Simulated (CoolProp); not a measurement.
Saturation properties of ethylene (Tc = 9.2 °C, pc = 50.42 bar, ω = 0.087).

Values from CoolProp's reference Helmholtz-energy equation of state, Smukala 2000.

```tsv
T (°C)	p (bar)	vapour density (kg/m³)	enthalpy of vaporisation (kJ/kg)	liquid cp (kJ/(kg K))	surface tension (mN/m)
-126.95	0.2022	0.4716	514.1	2.405	20.3
-117.15	0.4270	0.9402	501.1	2.405	18.6
-107.45	0.8115	1.701	487.7	2.412	17.0
-97.65	1.433	2.877	473.3	2.430	15.3
-87.85	2.368	4.590	458.0	2.458	13.7
-78.15	3.690	6.958	441.5	2.501	12.1
-68.35	5.518	10.20	423.3	2.560	10.5
-58.55	7.940	14.52	403.1	2.643	8.98
-48.85	11.02	20.12	380.8	2.754	7.49
-39.05	14.94	27.53	355.2	2.913	6.04
-29.35	19.72	37.17	325.8	3.146	4.64
-19.55	25.58	50.27	290.5	3.529	3.29
```

It boils at -103.8 °C under 1 atm.

Surface tension comes from a separate correlation (Mulero 2012).
